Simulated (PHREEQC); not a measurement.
FeCl3 is added in steps, without added water, to 1 kg of water holding 0.0054 mol/kgw CdCl2, 0.13 mol/kgw ZnCl2 and 0.0052 mol/kgw H2SO4, at 21 °C. Oxygen is held at 0.21 atm. CO2 from the air is kept out. The run lets Hematite, Zincite(c), Zn4(OH)6SO4, Zn5(OH)8Cl2, Cd(OH)2, CdOHCl, Goslarite precipitate or redissolve, and no other solid.

Base run: PHREEQC, ion-association model, wateq4f.dat. Each further column changes one thing. The table gives HSO4- (mol/kgw).

```
FeCl3 added (mol)      base  Debye-Hückel limiting law  metal-ligand complexes left out  all activity coefficients set to 1  Davies equation for every ion
-----------------  --------  -------------------------  -------------------------------  ----------------------------------  -----------------------------
0                  0.000443                   0.000216                         0.000914                            0.000236                       0.000418
0.02531             0.00233                    0.00112                          0.00332                             0.00159                        0.00225
0.04219             0.00291                    0.00131                          0.00381                             0.00219                        0.00285
0.0675              0.00334                    0.00124                          0.00418                             0.00275                        0.00330
0.09281             0.00348                   0.000978                          0.00438                             0.00300                        0.00345
0.1097              0.00348                   0.000783                          0.00447                             0.00306                        0.00344
0.135               0.00341                   0.000534                          0.00457                             0.00305                        0.00335
0.1603              0.00332                   0.000356                          0.00464                             0.00298                        0.00322
0.1772              0.00326                   0.000270                          0.00467                             0.00293                        0.00312
0.2025              0.00317                   0.000180                          0.00471                             0.00285                        0.00298
0.2278              0.00310                   0.000120                          0.00474                             0.00277                        0.00285
0.2447              0.00305                    9.24e-5                          0.00476                             0.00272                        0.00277
0.27                0.00300                    6.24e-5                          0.00478                             0.00266                        0.00267
```

The ionic strength passes 0.7 mol/kgw, the rough limit of the ion-association models, in part of: base; Debye-Hückel limiting law; metal-ligand complexes left out; all activity coefficients set to 1; Davies equation for every ion.
